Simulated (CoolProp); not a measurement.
Saturated liquid density (kg/m³) of acetone: the reference equation beside estimates from Tc = 508.1 K, pc = 4692 kPa, ω = 0.307.

The numbers come from the reference Helmholtz-energy equation of state, Lemmon 2006 in CoolProp. It is a short technical equation, of lower accuracy than the large ones.

```tsv
T (K)	reference	Redlich-Kwong	Peng-Robinson
252.6	834.2	629.1	726.3
269.1	816.5	616.2	714.5
285.5	798.6	602.5	702.0
302	780.3	588.0	688.2
318.4	761.6	572.6	673.4
334.9	742.2	556.1	[?]
351.4	722.0	538.6	639.3
367.8	700.9	[?]	619.9
384.3	678.6	499.7	598.2
400.8	654.7	[?]	574.1
```

**Question.** Complete the blanks.

**Answer.** 
- 334.9, Peng-Robinson: 657.1
- 367.8, Redlich-Kwong: 519.9
- 400.8, Redlich-Kwong: 477.8

Absolute difference from the reference over all 10 rows, mean and median: Redlich-Kwong 25.3 and 24.9 %, Peng-Robinson 12.0 and 11.8 %.
